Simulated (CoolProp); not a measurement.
The fluoroketone C6F12O (FK-5-1-12) along the isobar 9830 kPa: density (kg/m³) from the reference equation and from simpler models built on Tc = 168.7 °C, pc = 1869 kPa, ω = 0.471; each cubic takes its own stable root.

Values from CoolProp's reference Helmholtz-energy equation of state, McLinden 2015.

| T (°C) | phase | reference | Redlich-Kwong | Soave-Redlich-Kwong | Peng-Robinson |
|---|---|---|---|---|---|
| 153.55 | liquid | 1277 | 1185 | 1197 | 1336 |
| 164.05 | liquid | 1243 | 1159 | (withheld) | 1296 |
| 174.45 | supercritical | 1209 | (withheld) | 1129 | 1256 |
| 184.95 | supercritical | 1173 | 1109 | 1094 | 1214 |
| 195.45 | supercritical | 1137 | (withheld) | 1058 | (withheld) |
| 205.95 | supercritical | 1100 | 1057 | 1022 | 1128 |
| 216.35 | supercritical | 1063 | 1032 | 985.9 | 1085 |
| 226.85 | supercritical | 1026 | (withheld) | 949.9 | (withheld) |

Question: Fill in the missing entries.

Answer: 
- 164.05, Soave-Redlich-Kwong: 1163
- 174.45, Redlich-Kwong: 1134
- 195.45, Redlich-Kwong: 1083
- 195.45, Peng-Robinson: 1171
- 226.85, Redlich-Kwong: 1006
- 226.85, Peng-Robinson: 1043
